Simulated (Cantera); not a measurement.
## Equilibrium for silicon epitaxy and polysilicon growth: SiCl4 + HCl + N2

Input: 1 mol SiCl4, 1.1 mol HCl, 89 mol N2, at 0.133 bar.

These are equilibrium values from Cantera (NASA tables, ideal gas, pure condensed phases), not measurements of a reactor. Candidate condensed phases: NH4Cl, Si, Si3N4; 28 gas species. The tables' values for SiCl3 are old estimates; treat these amounts as uncertain. The numbers say what is thermodynamically allowed, not how fast it happens.

| T (°C) | log p N2 | log p HCl | log p SiCl4 | log p Cl |
|---|---|---|---|---|
| 802 | -0.89 | -2.79 | -2.83 | -6.91 |
| 852 | -0.89 | -2.79 | -2.83 | -6.53 |
| 902 | -0.89 | -2.79 | -2.83 | -6.16 |
| 952 | -0.89 | -2.79 | -2.84 | -5.82 |
| 1002 | -0.89 | -2.79 | -2.84 | -5.49 |
| 1052 | -0.89 | -2.79 | -2.84 | -5.19 |
| 1102 | -0.89 | -2.79 | -2.84 | -4.90 |
| 1152 | -0.89 | -2.79 | -2.84 | -4.63 |
| 1202 | -0.89 | -2.79 | -2.85 | -4.38 |
| 1252 | -0.89 | -2.79 | -2.85 | -4.15 |
| 1302 | -0.89 | -2.79 | -2.87 | -3.92 |
| 1352 | -0.89 | -2.79 | -2.89 | -3.71 |
log p: log10 of the partial pressure in bar; nothing condenses.

From 802 °C to 1352 °C nothing is condensed. The main Si-bearing gas is SiCl4 throughout.
